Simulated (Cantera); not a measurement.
What does this Cantera script print?

```python
import numpy as np
import cantera as ct

gas_names = """
    CL CL2 H HCL H2 Si SiCL SiCL2 SiCL3 SiCL4 SiH SiHCL3 SiH2 SiH2CL2 SiH3 SiH3CL SiH4 Si2 Si3
""".split()
cond_names = """
    Si(cr) Si(L)
""".split()


def load(file, names, dense=False):
    # The tables refer to 1 bar. Condensed volumes are neglected.
    table = {s.name: s for s in ct.Species.list_from_file(file)}
    out = []
    for n in names:
        d = dict(table[n].input_data)
        d["thermo"] = dict(d["thermo"], **{"reference-pressure": 1e5})
        if dense:
            d["equation-of-state"] = {"model": "constant-volume", "density": "1e6 g/cm^3"}
        out.append(ct.Species.from_dict(d))
    return out


gas = ct.Solution(thermo="ideal-gas", species=load("nasa_gas.yaml", gas_names))
cond = {s.name: ct.Solution(thermo="fixed-stoichiometry", species=[s], name=s.name)
        for s in load("nasa_condensed.yaml", cond_names, dense=True)}
atoms = {
    'SiCl4': {'Si': 1, 'CL': 4},
    'H2': {'H': 2},
    'HCl': {'H': 1, 'CL': 1},
}
top_T = {}  # K; cautious upper limits of use, not melting points


def equilibrate(T, P, feed):
    n = {}
    for name, mol in feed.items():
        for a, k in atoms[name].items():
            n[a] = n.get(a, 0.0) + k * mol
    gas.TPX = T, P, n
    mass = sum(n.values()) * gas.mean_molecular_weight
    gas.equilibrate("TP")
    valid = [c for c in cond.values() if c.min_temp <= T <= top_T.get(c.name, c.max_temp)]
    mix = ct.Mixture([(gas, mass / gas.mean_molecular_weight)] + [(c, 0.0) for c in valid])
    mix.T, mix.P = T, P
    mix.equilibrate("TP", solver="vcs", rtol=1e-11, max_steps=5000)
    return mix


results = []
feed = {'SiCl4': 1, 'H2': 2.2, 'HCl': 1.7}  # mol
T = 875  # K
P = 500000  # Pa
mix = equilibrate(T, P, feed)
results.append((T, P, feed, dict(zip(mix.species_names, mix.species_moles))))
print(gas.report(threshold=1e-06))
for i in range(1, mix.n_phases):
    print(f"{mix.phase(i).name:16s} {mix.phase_moles(i):12.5e} mol")
```

Output:

```
       temperature   875 K
          pressure   5e+05 Pa
           density   3.3143 kg/m^3
  mean mol. weight   48.224 kg/kmol
   phase of matter   gas

                          1 kg             1 kmol
                     ---------------   ---------------
          enthalpy       -2.9406e+06       -1.4181e+08  J
   internal energy       -3.0915e+06       -1.4908e+08  J
           entropy            4843.5        2.3357e+05  J/K
    Gibbs function       -7.1787e+06       -3.4619e+08  J
 heat capacity c_p            946.01             45621  J/K
 heat capacity c_v             773.6             37306  J/K

                      mass frac. Y      mole frac. X     chem. pot. / RT
                     ---------------   ---------------   ---------------
               HCL           0.26272           0.34751           -36.087
                H2          0.018745            0.4484           -16.377
             SiCL3        2.9549e-06          1.06e-06           -107.89
             SiCL4           0.71691           0.20351           -135.79
            SiHCL3         0.0016139        0.00057462           -116.08
     [  +14 minor]        3.1139e-07        1.4871e-07

Si(cr)            0.00000e+00 mol
```

Method: chemical equilibrium by Gibbs-energy minimisation in Cantera with the NASA 1993 tables (ideal gas, pure condensed phases).
